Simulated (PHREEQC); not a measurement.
0.037 g of hydrous ferric oxide (600 m²/g; 0.2 weak and 0.005 strong sites per Fe, Dzombak-Morel constants, diffuse double layer) in 1 kg of water with 0.3 mol/kgw of an inert sodium salt and 0.013 mmol/kgw MnCl2, at 25 °C; the pH is set by adding NaOH or the inert anion's acid. No oxygen is let in. No CO2 enters from the air. No solid was allowed to form.

Base run: PHREEQC, ion-association model, wateq4f.dat. Each further column changes one thing. The table gives surface charge σ (C/m²).

| pH | base | background salt from 0.3 to 0.03 mol/kgw | oxide from 0.037 to 0.18 g/kgw | 0.00029 mol/kgw Ag2SO4 added |
|---|---|---|---|---|
| 4 | 0.349 | 0.271 | 0.349 | 0.204 |
| 4.67 | 0.303 | 0.193 | 0.303 | 0.193 |
| 5.33 | 0.231 | 0.126 | 0.231 | 0.168 |
| 6 | 0.154 | 0.075 | 0.154 | 0.129 |
| 6.67 | 0.092 | 0.041 | 0.092 | 0.085 |
| 7.33 | 0.047 | 0.019 | 0.046 | 0.043 |
| 8 | 0.012 | 0.005 | 0.009 | 0.010 |
| 8.67 | -0.016 | -0.006 | -0.027 | -0.010 |
| 9.33 | -0.051 | -0.021 | -0.069 | -0.020 |
| 10 | -0.099 | -0.045 | -0.125 | -0.024 |
| 10.67 | -0.156 | -0.081 | -0.195 | -0.026 |
| 11.33 | -0.210 | -0.133 | -0.268 | -0.031 |
| 12 | -0.243 | -0.198 | -0.320 | -0.053 |

 In at least one series the solution becomes supersaturated in solids that the run did not let form, among them Pyrochroite, Cerargyrite, Ag2O.
